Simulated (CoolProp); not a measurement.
Vapour-liquid equilibrium of propane (1) + R152A (2) at 17.85 °C; x and y are mole fractions of (1).

The numbers come from the multi-fluid Helmholtz-energy mixture model, Lemmon 2009 and Outcalt 1996; pair parameters Bell 2016 in CoolProp.

Task: Give the bubble pressure and the first vapour's composition at x = 0.2, 0.5, 0.8. Is there an azeotrope?

Result: x = 0.2: 0.7261 MPa, y = 0.417; x = 0.5: 0.8638 MPa, y = 0.610; x = 0.8: 0.8818 MPa, y = 0.766. y crosses x between x = 0.65 and 0.8: the model has an azeotrope there.

The pair parameters rest on a limited set of measurements; away from them the model extrapolates.
